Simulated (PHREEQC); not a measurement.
Consider water at 20 °C with 3.6 mol KCl and 0.47 mol NaHCO3 per kg of water. Closed to the air; pH follows from the charge balance.

Equilibrium calculation in PHREEQC: Pitzer model, pitzer.dat.

No solid was allowed to form.

Question: What pH, osmotic coefficient, density does the model give?

Answer: pH 7.69; osmotic coefficient 0.958; density 1.159 g/cm³.

Question: In which forms is C present?

Answer: HCO3- 96 %, CO2 1.8 %, CO3-2 1.8 % of the C.

In brines, pH and single-ion activities rest on the MacInnes convention.
